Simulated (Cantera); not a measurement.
Input: 1 mol Fe(CO)5, 0.55 mol O2, 58 mol H2, at 133 Pa.

Equilibrium computed with Cantera from the NASA thermochemical tables; the gas is ideal and each condensed phase is pure. Candidate condensed phases: C, C6H6, C7H8, C8H18, Fe, Fe(CO)5, FeO, Fe(OH)2, Fe(OH)3, Fe2O3, Fe3O4, H2O; 114 gas species. Rates play no part. All values below are at 1050 °C.

Base state: H2 0.904, CO 0.0786, H2O 0.0167, CO2 0.000782, H 4.13e-5 (mole fractions); condensed: Fe(γ).

### Question
What changes in the equilibrium state with this change: Fe(CO)5 replaced by HgO?

### Answer
| species | before | after |
|---|---|---|
| H2 | 0.904 | 0.947 |
| H2O | 0.0167 | 0.0356 |
| Hg | 0 | 0.0169 |
| CO | 0.0786 | 0 |
| CO2 | 0.000782 | 0 |
| H | 4.13e-5 | 4.23e-5 |
| Fe(γ), mol | 1.000 | 0 |
Further candidate phases: Hg, HgO.
